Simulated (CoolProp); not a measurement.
A simple Rankine cycle with water: condensing at 290.15 K, boiler at 0.888 MPa, turbine inlet 462.9 K, turbine efficiency 0.8, pump efficiency 0.7, no recuperator. Each further row changes one setting.

The numbers come from the reference Helmholtz-energy equation of state, Wagner 2002 in CoolProp.

```tsv
case	thermal efficiency (%)	net work (kJ/kg)	heat in (kJ/kg)	turbine exit temperature (K)	volume ratio over the turbine
as stated	25.3	691	2740	290.1	…
turbine inlet 482.9 K	25.4	…	2780	290.1	243
condensing temperature 282.15 K	26.5	733	2770	282.2	410
boiler pressure 0.622 MPa	24.0	660	2750	290.1	…
turbine efficiency 0.7	22.1	605	2740	290.1	263
```

Q: Complete the blanks.

A: 
- as stated, volume ratio over the turbine: 252
- turbine inlet 482.9 K, net work (kJ/kg): 706
- boiler pressure 0.622 MPa, volume ratio over the turbine: 178

The expansion ends wet for: as stated; turbine inlet 482.9 K; condensing temperature 282.15 K; boiler pressure 0.622 MPa; turbine efficiency 0.7.
